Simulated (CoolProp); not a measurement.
n-perfluoropentane along the isobar 34.9 bar: density (kg/m³) from the reference equation and from simpler models built on Tc = 147.9 °C, pc = 20.63 bar, ω = 0.436; each cubic takes its own stable root.

Model: reference Helmholtz-energy equation of state, Gao 2022, in CoolProp.

| T (°C) | phase | reference | van der Waals | Redlich-Kwong | Soave-Redlich-Kwong | Peng-Robinson |
|---|---|---|---|---|---|---|
| -90.25 | liquid | 1953 | 1171 | 1728 | 1777 | 1991 |
| -75.25 | liquid | 1911 | 1153 | 1697 | 1752 | 1965 |
| -60.35 | liquid | 1869 | 1135 | 1665 | 1726 | 1937 |
| -45.45 | liquid | 1827 | 1116 | 1631 | 1697 | 1906 |
| -30.55 | liquid | 1785 | 1096 | 1595 | 1666 | 1873 |
| -15.55 | liquid | 1743 | 1075 | 1557 | 1632 | 1836 |
| -0.65 | liquid | 1700 | 1054 | 1517 | 1595 | 1797 |
| 14.25 | liquid | 1656 | 1032 | 1474 | 1555 | 1754 |
| 29.15 | liquid | 1610 | 1009 | 1430 | 1512 | 1706 |
| 44.15 | liquid | 1562 | 984.1 | 1382 | 1464 | 1653 |
| 59.05 | liquid | 1511 | 958.4 | 1332 | 1412 | 1595 |
| 73.95 | liquid | 1457 | 931.0 | 1278 | 1354 | 1529 |
| 88.85 | liquid | 1399 | 901.8 | 1219 | 1290 | 1456 |
